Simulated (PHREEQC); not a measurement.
Make-up at 55 °C: 0.011 mol/kgw Pb(NO3)2 and 0.0015 mol/kgw KNO3. Closed to the air; pH follows from the charge balance.

Computed with PHREEQC (ion-association model, phreeqc.dat).

Each row changes one thing in this solution. Precipitation was switched off in this run.

```json
[
 {"case": "as made", "pH": "4.93", "ionic strength (mol/kgw)": "0.0315", "NO3- (mol/kgw)": "0.0220"},
 {"case": "KNO3 from 0.0015 to 0.00225 mol/kgw", "pH": "4.94", "ionic strength (mol/kgw)": "[?]", "NO3- (mol/kgw)": "0.0227"},
 {"case": "temperature from 55 to 60 °C", "pH": "4.94", "ionic strength (mol/kgw)": "0.0315", "NO3- (mol/kgw)": "0.0220"},
 {"case": "KNO3 replaced by Zn(NO3)2 at the same molality", "pH": "4.93", "ionic strength (mol/kgw)": "[?]", "NO3- (mol/kgw)": "0.0234"},
 {"case": "KNO3 from 0.0015 to 0.0075 mol/kgw", "pH": "[?]", "ionic strength (mol/kgw)": "0.0370", "NO3- (mol/kgw)": "[?]"},
 {"case": "Pb(NO3)2 replaced by NaNO3 at the same molality", "pH": "6.56", "ionic strength (mol/kgw)": "0.0125", "NO3- (mol/kgw)": "0.0125"}
]
```

**Question.** Complete the blanks.

**Answer.** 
- KNO3 from 0.0015 to 0.00225 mol/kgw, ionic strength (mol/kgw): 0.0322
- KNO3 replaced by Zn(NO3)2 at the same molality, ionic strength (mol/kgw): 0.0344
- KNO3 from 0.0015 to 0.0075 mol/kgw, pH: 4.95
- KNO3 from 0.0015 to 0.0075 mol/kgw, NO3- (mol/kgw): 0.0277

Some of these states are supersaturated (in Pb(OH)2, for instance). Constants without temperature data keep their 25 °C values here.
